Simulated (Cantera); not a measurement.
A closed system holds: 1 mol B₂O₃, 13 mol H₂, 0.23 mol N₂, at 1702 °C and 21.0 Pa.

These are equilibrium values from Cantera (NASA tables, ideal gas, pure condensed phases), not measurements of a reactor. Equilibrium is a limit: real reactors are often held back by kinetics, nucleation or transport.

```csv
species,before,after
N₂,0.0152,0.600
H₂,0.782,0.299
H,0.0835,0.0516
HBO,0.0200,0.00635
B₂O₃,0.0194,0.00650
HBO₂,0.0385,0.0155
BO,0.0317,0.0163
B₂O₂,0.00144,0.000381
H₂O,0.00768,0.00372
BO₂,0.000474,0.000308
OH,7.81e-5,6.12e-5
```
Gas species are given as mole fractions.

### Question
Name the change that produced these shifts.
A. N₂ from 0.23 to 23 mol
B. temperature from 1702 °C to 527 °C
C. temperature from 1702 °C to 1277 °C
D. pressure from 21.0 Pa to 13.3 mbar

### Answer
A, N₂ from 0.23 to 23 mol
